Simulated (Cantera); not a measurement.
Adiabatic ignition

An adiabatic, constant-pressure homogeneous reactor starts with 8.38 % CH₄, 19.3 % O₂, 72.4 % N₂, at 1475 K and 10.0 bar.

Detailed kinetics in Cantera: GRI-Mech 3.0 (53 species, 325 reactions).

```
t (s)     T (K)   x CH₄    x O₂      x H    x C₂H₄      x NO     x HCO   x CH₂CO
--------  -----  ------  ------  -------  --------  --------  --------  --------
3.00e-6    1475  0.0837   0.193  5.08e-9  1.45e-10    <1e-12  1.74e-12    <1e-12
8.88e-6    1475  0.0837   0.193  1.18e-8   7.10e-9    <1e-12  2.46e-11    <1e-12
2.63e-5    1475  0.0837   0.193  5.19e-8   5.02e-7    <1e-12  6.22e-10  2.12e-10
7.77e-5    1478  0.0829   0.192  2.14e-7   1.68e-5    <1e-12   1.15e-8   7.64e-8
0.000230   2699  <1e-12  0.0372  0.00524    <1e-12  0.000150   1.27e-7    <1e-12
0.000681   2822  <1e-12  0.0279  0.00231    <1e-12    0.0106   4.25e-8    <1e-12
0.00201    2819  <1e-12  0.0269  0.00229    <1e-12    0.0128   4.23e-8    <1e-12
0.00596    2819  <1e-12  0.0269  0.00229    <1e-12    0.0128   4.23e-8    <1e-12
0.0176     2819  <1e-12  0.0269  0.00229    <1e-12    0.0128   4.23e-8    <1e-12
0.0522     2819  <1e-12  0.0269  0.00229    <1e-12    0.0128   4.23e-8    <1e-12
0.154      2819  <1e-12  0.0269  0.00229    <1e-12    0.0128   4.23e-8    <1e-12
0.457      2819  <1e-12  0.0269  0.00229    <1e-12    0.0128   4.23e-8    <1e-12
1.35       2819  <1e-12  0.0269  0.00229    <1e-12    0.0128   4.23e-8    <1e-12
4.00       2819  <1e-12  0.0269  0.00229    <1e-12    0.0128   4.23e-8    <1e-12
```
x: mole fraction; the columns are a selection and need not sum to one.

```
Quantity                                                            Result
---------------------------------  ---------------------------------------
time of steepest temperature rise                                 0.226 ms
temperature at 4.00 s                                               2819 K
equilibrium temperature                                             2819 K
x(CH₄) at 4.00 s                     <1e-12 (gas-phase equilibrium <1e-12)
x(O₂) at 4.00 s                      0.0269 (gas-phase equilibrium 0.0269)
x(H) at 4.00 s                     0.00229 (gas-phase equilibrium 0.00229)
```
